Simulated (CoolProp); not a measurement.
The fluid at 293.15 K and 0.00969 MPa expands adiabatically to 0.00131 MPa with isentropic efficiency 0.7. The same conditions are run with several fluids, on thermodynamics alone (safety and materials aside).

Computed with CoolProp (reference Helmholtz-energy equation of state of each fluid (methanol: de Reuck 1993; fluoroethane (R161): Wu 2012; trans-2-butene: Lemmon 2005; R404A: Lemmon 2003; R125: Lemmon 2005)). Blends and air are pseudo-pure fits.

Problem. Rank methanol, fluoroethane (R161), trans-2-butene, R404A, R125 by work (kJ/kg), highest first.

Solution. methanol (94.5), fluoroethane (R161) (61.2), trans-2-butene (55.0), R404A (31.5), R125 (25.9)

```json
[
 {"fluid": "methanol", "final temperature (K)": "256.4", "final phase": "two-phase, vapour fraction 0.962", "final density (kg/m³)": "0.0206"},
 {"fluid": "fluoroethane (R161)", "final temperature (K)": "239.6", "final phase": "gas", "final density (kg/m³)": "0.0316"},
 {"fluid": "trans-2-butene", "final temperature (K)": "255.6", "final phase": "gas", "final density (kg/m³)": "0.0346"},
 {"fluid": "R404A", "final temperature (K)": "254.4", "final phase": "gas", "final density (kg/m³)": "0.0605"},
 {"fluid": "R125", "final temperature (K)": "258.5", "final phase": "gas", "final density (kg/m³)": "0.0732"}
]
```
